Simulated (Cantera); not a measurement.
Low-pressure radical oxidation in H2/O2

An isothermal, constant-pressure homogeneous reactor starts with 32.0 % H2, 68.0 % O2, at 1000 K and 0.0263 atm.

Model: GRI-Mech 3.0 (53 species, 325 reactions), integrated in Cantera. Radical loss at walls, strong at low pressure, is not modelled. The temperature is held fixed by assumption; the heat of reaction is taken as removed at once.

```json
[
 {"t (s)": "7.00e-5", "x H2": "0.320", "x O2": "0.680", "x HO2": "2.99e-10", "x OH": "3.31e-11", "x H2O2": "<1e-12"},
 {"t (s)": "0.000296", "x H2": "0.320", "x O2": "0.680", "x HO2": "1.45e-9", "x OH": "9.17e-10", "x H2O2": "1.30e-12"},
 {"t (s)": "0.00125", "x H2": "0.318", "x O2": "0.680", "x HO2": "9.24e-6", "x OH": "7.91e-5", "x H2O2": "9.94e-9"},
 {"t (s)": "0.00528", "x H2": "0.00390", "x O2": "0.616", "x HO2": "3.72e-5", "x OH": "0.00199", "x H2O2": "2.14e-6"},
 {"t (s)": "0.0223", "x H2": "0.000180", "x O2": "0.619", "x HO2": "6.60e-6", "x OH": "0.000248", "x H2O2": "8.90e-7"},
 {"t (s)": "0.0942", "x H2": "9.71e-6", "x O2": "0.619", "x HO2": "6.83e-7", "x OH": "7.08e-5", "x H2O2": "2.46e-7"},
 {"t (s)": "0.398", "x H2": "4.72e-7", "x O2": "0.619", "x HO2": "8.27e-8", "x OH": "2.45e-5", "x H2O2": "6.13e-8"},
 {"t (s)": "1.68", "x H2": "5.22e-8", "x O2": "0.619", "x HO2": "1.48e-8", "x OH": "1.01e-5", "x H2O2": "1.59e-8"},
 {"t (s)": "7.10", "x H2": "9.61e-9", "x O2": "0.619", "x HO2": "3.38e-9", "x OH": "4.59e-6", "x H2O2": "4.15e-9"},
 {"t (s)": "30.0", "x H2": "2.05e-9", "x O2": "0.619", "x HO2": "1.25e-9", "x OH": "2.16e-6", "x H2O2": "1.05e-9"}
]
```
x: mole fraction; the columns are a selection and need not sum to one.

Equilibrium at this temperature and pressure: H2 2.61e-10, O2 0.619, HO2 1.65e-9, OH 7.30e-7, H2O2 1.38e-10 (gas phase only).
